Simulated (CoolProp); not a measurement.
Computed with CoolProp (reference Helmholtz-energy equation of state, Lemmon 2006). It is a short technical equation, of lower accuracy than the large ones.

Task: For carbon monoxide, give the phase and the density (kg/m³), cp (kJ/(kg K)), cv (kJ/(kg K)), isothermal compressibility (1/MPa) at 127.5 K and 2.78 MPa.

Result: 
- 127.5 K and 2.78 MPa: liquid; density 499, cp 4.96, cv 1.04, isothermal compressibility 0.0967
